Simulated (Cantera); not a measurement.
A perfectly stirred reactor is fed with 89.3 % NO, 10.7 % N₂, at 1.28 atm; it is held at 1600 K, and followed from long to short residence time.

Model: GRI-Mech 3.0 (53 species, 325 reactions), integrated in Cantera.

Question: Predict: x(NO) at τ = 2.40 s; x(NO₂) at τ = 2.40 s; x(N₂O) at τ = 2.40 s; x(O) at τ = 2.40 s; x(N₂) at τ = 2.40 s; x(NO) at τ = 62.0 ms; x(NO₂) at τ = 62.0 ms; x(N₂O) at τ = 62.0 ms; x(O) at τ = 62.0 ms; x(N₂) at τ = 62.0 ms.

Answer: 
| Quantity | Result |
|---|---|
| x(NO) at τ = 2.40 s | 0.775 |
| x(NO₂) at τ = 2.40 s | 0.00191 |
| x(N₂O) at τ = 2.40 s | 0.000219 |
| x(O) at τ = 2.40 s | 3.27e-6 |
| x(N₂) at τ = 2.40 s | 0.166 |
| x(NO) at τ = 62.0 ms | 0.889 |
| x(NO₂) at τ = 62.0 ms | 0.000679 |
| x(N₂O) at τ = 62.0 ms | 0.000255 |
| x(O) at τ = 62.0 ms | 1.11e-6 |
| x(N₂) at τ = 62.0 ms | 0.109 |
